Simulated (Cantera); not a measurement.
Cantera run:

```python
import numpy as np
import cantera as ct

gas_names = """
    F FO FO2 F2 F2O H HF HOF HO2 H2 H2F2 H2O H2O2 H3F3 H4F4 H5F5 H6F6 H7F7 O OH O2 O3
""".split()
cond_names = """
    H2O(s) H2O(L)
""".split()


# ... load() reads the species with a 1 bar reference pressure and builds the phases ...
atoms = {
    'HF': {'H': 1, 'F': 1},
    'O2': {'O': 2},
    'H2': {'H': 2},
    'H2O': {'H': 2, 'O': 1},
}
top_T = {}  # K; cautious upper limits of use, not melting points


# ... equilibrate(T, P, feed) seeds the gas with the atoms and calls Mixture.equilibrate('TP', solver="vcs", rtol=1e-11, max_steps=5000) ...
results = []
T = 1373  # K
P = 11000  # Pa
for m in [0.55, 0.68, 0.83, 1, 1.3, 1.5, 1.9, 2.3, 2.9, 3.5]:
    feed = {'HF': 1, 'O2': m, 'H2': 7.7, 'H2O': 0.11}  # mol
    mix = equilibrate(T, P, feed)
    results.append((T, P, feed, dict(zip(mix.species_names, mix.species_moles))))
    x = sorted(zip(gas.X, gas.species_names), reverse=True)
    print(f"T = {T:g} K  P = {P:g} Pa  n(O2) = {m:g} mol  gas = {mix.phase_moles(0):.4g} mol")
    print("   x: " + "  ".join(f"{s} {v:.3e}" for v, s in x if v > 1e-06))
    print("   condensed (mol): " + ("  ".join(f"{mix.phase(i).name} {mix.phase_moles(i):.4g}"
          for i in range(1, mix.n_phases) if mix.phase_moles(i) > 1e-12) or "none"))
```

Result:

```
T = 1373 K  P = 11000 Pa  n(O2) = 0.55 mol  gas = 8.81 mol
   x: H2 7.491e-01  H2O 1.373e-01  HF 1.135e-01  H 8.690e-06
   condensed (mol): none
T = 1373 K  P = 11000 Pa  n(O2) = 0.68 mol  gas = 8.81 mol
   x: H2 7.196e-01  H2O 1.669e-01  HF 1.135e-01  H 8.517e-06
   condensed (mol): none
T = 1373 K  P = 11000 Pa  n(O2) = 0.83 mol  gas = 8.81 mol
   x: H2 6.856e-01  H2O 2.009e-01  HF 1.135e-01  H 8.313e-06
   condensed (mol): none
T = 1373 K  P = 11000 Pa  n(O2) = 1 mol  gas = 8.81 mol
   x: H2 6.470e-01  H2O 2.395e-01  HF 1.135e-01  H 8.076e-06
   condensed (mol): none
T = 1373 K  P = 11000 Pa  n(O2) = 1.3 mol  gas = 8.81 mol
   x: H2 5.789e-01  H2O 3.076e-01  HF 1.135e-01  H 7.639e-06
   condensed (mol): none
T = 1373 K  P = 11000 Pa  n(O2) = 1.5 mol  gas = 8.81 mol
   x: H2 5.335e-01  H2O 3.530e-01  HF 1.135e-01  H 7.333e-06
   condensed (mol): none
T = 1373 K  P = 11000 Pa  n(O2) = 1.9 mol  gas = 8.81 mol
   x: H2O 4.438e-01  H2 4.427e-01  HF 1.135e-01  H 6.680e-06
   condensed (mol): none
T = 1373 K  P = 11000 Pa  n(O2) = 2.3 mol  gas = 8.81 mol
   x: H2O 5.346e-01  H2 3.519e-01  HF 1.135e-01  H 5.956e-06
   condensed (mol): none
T = 1373 K  P = 11000 Pa  n(O2) = 2.9 mol  gas = 8.81 mol
   x: H2O 6.708e-01  H2 2.157e-01  HF 1.135e-01  H 4.663e-06
   condensed (mol): none
T = 1373 K  P = 11000 Pa  n(O2) = 3.5 mol  gas = 8.81 mol
   x: H2O 8.070e-01  HF 1.135e-01  H2 7.945e-02  H 2.830e-06
   condensed (mol): none
```

Cantera equilibrium calculation (NASA polynomials, part measured and part estimated; ideal gas, pure solids and liquids).
